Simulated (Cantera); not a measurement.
An isothermal, constant-pressure homogeneous reactor starts with 54.3 % CH4, 45.7 % CO2, at 2175 K and 0.240 bar.

Computed with Cantera and GRI-Mech 3.0 (53 species, 325 reactions).

x: mole fraction; the columns are a selection and need not sum to one.

```tsv
t (s)	x CH4	x CO2	x C2H	x O	x CH2CO	x CH2O
0.000200	0.0919	0.252	3.45e-5	2.02e-7	0.000114	0.000142
0.000632	0.0202	0.110	4.99e-5	4.92e-7	0.000243	4.21e-5
0.00200	0.00785	0.0315	4.88e-5	8.24e-7	0.000205	1.73e-5
0.00632	0.00519	0.0151	2.82e-5	5.90e-7	6.39e-5	4.59e-6
0.0200	0.00235	0.00451	1.50e-5	2.69e-7	1.13e-5	6.06e-7
0.0632	0.000687	0.000476	1.01e-5	3.74e-8	1.14e-6	4.15e-8
0.200	[?]	[?]	9.71e-6	1.59e-10	[?]	2.27e-8
0.632	7.64e-5	1.35e-7	9.72e-6	1.46e-11	5.25e-8	2.27e-8
2.00	7.64e-5	1.35e-7	9.72e-6	1.46e-11	5.25e-8	2.27e-8
6.32	7.64e-5	1.35e-7	9.72e-6	1.46e-11	5.25e-8	2.27e-8
20.0	7.64e-5	1.35e-7	9.72e-6	1.46e-11	5.25e-8	2.27e-8
63.2	7.64e-5	1.35e-7	9.72e-6	1.46e-11	5.25e-8	2.27e-8
200	7.64e-5	1.35e-7	9.72e-6	1.46e-11	5.25e-8	2.27e-8
```

### Question
Fill in the missing entries.

### Answer

- 0.200, x CH4: 9.87e-5
- 0.200, x CO2: 1.85e-6
- 0.200, x CH2CO: 7.01e-8
